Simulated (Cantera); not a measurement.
A closed system holds: 1 mol CO, a varied amount of H2O, 0.95 mol N2, at 673 K and 75.0 Torr.

Method: chemical equilibrium by Gibbs-energy minimisation in Cantera with the NASA 1993 tables (ideal gas, pure condensed phases). Candidate condensed phases: C, C6H6, C7H8, C8H18, H2O; 136 gas species. The numbers say what is thermodynamically allowed, not how fast it happens.

Problem. Which condensed phases are stable at each of these points (n(H2O) (mol)): 0.33, 0.4, 0.49, 0.59, 0.72, 0.87, 1.1, 1.3, 1.6, 1.9?

Solution. 
| n(H2O) (mol) | condensed phases | C condensed (%) |
|---|---|---|
| 0.33 | C(graphite) | 40.5 |
| 0.4 | C(graphite) | 38.4 |
| 0.49 | C(graphite) | 35.5 |
| 0.59 | C(graphite) | 32.3 |
| 0.72 | C(graphite) | 27.8 |
| 0.87 | C(graphite) | 22.5 |
| 1.1 | C(graphite) | 14.1 |
| 1.3 | C(graphite) | 6.7 |
| 1.6 | gas only | 0.0 |
| 1.9 | gas only | 0.0 |

From 0.33 mol H2O to 1.3 mol H2O the condensed part is C(graphite). From 1.6 mol H2O to 1.9 mol H2O nothing is condensed.
